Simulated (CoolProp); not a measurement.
R1234ze(E) along the isotherm 420 K: fugacity coefficient from the reference equation and from simpler models built on Tc = 382.5 K, pc = 3.635 MPa, ω = 0.313; each cubic takes its own stable root.

Model: reference Helmholtz-energy equation of state, Thol 2016, in CoolProp.

| p (MPa) | phase | reference |
|---|---|---|
| 1.25 | gas | 0.9145 |
| 2.5 | gas | 0.8331 |
| 3.75 | supercritical | 0.7549 |
| 5 | supercritical | 0.6791 |
| 6.25 | supercritical | 0.6070 |
| 7.5 | supercritical | 0.5458 |
| 8.75 | supercritical | 0.4983 |
| 10 | supercritical | 0.4617 |
| 11.2 | supercritical | 0.4342 |
| 12.5 | supercritical | 0.4105 |
| 13.8 | supercritical | 0.3917 |
| 15 | supercritical | 0.3775 |

**Question.** How far does each simpler model (van der Waals, Redlich-Kwong, Soave-Redlich-Kwong, Peng-Robinson) lie from the reference over these 12 states: mean and median of the absolute difference, and the worst?

**Answer.** 
- van der Waals: mean 2.3 %, median 1.3 %, worst +7.4 % at 420 K and 15 MPa
- Redlich-Kwong: mean 1.1 %, median 0.9 %, worst -2.3 % at 420 K and 6.25 MPa
- Soave-Redlich-Kwong: mean 4.5 %, median 4.5 %, worst +9.2 % at 420 K and 15 MPa
- Peng-Robinson: mean 1.1 %, median 0.9 %, worst -2.4 % at 420 K and 5 MPa
